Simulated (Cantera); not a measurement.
Charge: 1 mol SiHCl3, 0.017 mol C3H8, 66 mol H2, equilibrated at 0.230 bar.

Cantera equilibrium calculation (NASA polynomials, part measured and part estimated; ideal gas, pure solids and liquids). Candidate condensed phases: C, C6H6, C7H8, C8H18, Si, SiC; 109 gas species. Mutual solubility and eutectic melting of coexisting phases are not modelled. The tables' values for SiCl3 are old estimates; treat these amounts as uncertain. The numbers say what is thermodynamically allowed, not how fast it happens. All values below are at 1175 K.

Base state: H2 0.970, HCl 0.0236, SiCl4 0.00230, SiHCl3 0.00223, SiCl2 0.00131, SiCl3 0.000554, SiH2Cl2 0.000277 (mole fractions); condensed: Si(s) + SiC(s).

Q: What changes in the equilibrium state with this change: H2 from 66 to 1700 mol?

A: 
```tsv
species	before	after
H2	0.970	0.998
HCl	0.0236	0.00174
SiCl2	0.00131	6.93e-6
SiCl4	0.00230	6.46e-8
SiCl3	0.000554	2.14e-7
SiHCl3	0.00223	8.73e-7
SiH2Cl2	0.000277	1.51e-6
Si(s), mol	0.497	0.942
SiC(s), mol	0.0506	0.0402
```
